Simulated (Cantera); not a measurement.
A closed system holds: 1 mol SiHCl3, 19 mol NH3, equilibrated at 5.20e-5 bar.

These are equilibrium values from Cantera (NASA tables, ideal gas, pure condensed phases), not measurements of a reactor. Candidate condensed phases: NH4Cl, Si, Si3N4; 28 gas species. Rates play no part.

Question: Which condensed phases are stable at each of these points (T (K)): 1225, 1325, 1425, 1525, 1625, 1725, 1825, 1925, 2025?

Answer: 
```tsv
T (K)	condensed phases	Si condensed (%)
1225	Si3N4(s)	97.6
1325	Si3N4(s)	86.2
1425	Si3N4(s)	56.3
1525	Si(s)	50.0
1625	Si(s)	36.1
1725	gas only	0.0
1825	gas only	0.0
1925	gas only	0.0
2025	gas only	0.0
```

From 1225 K to 1425 K the condensed part is Si3N4(s). From 1525 K to 1625 K the condensed part is Si(s). From 1725 K to 2025 K nothing is condensed.
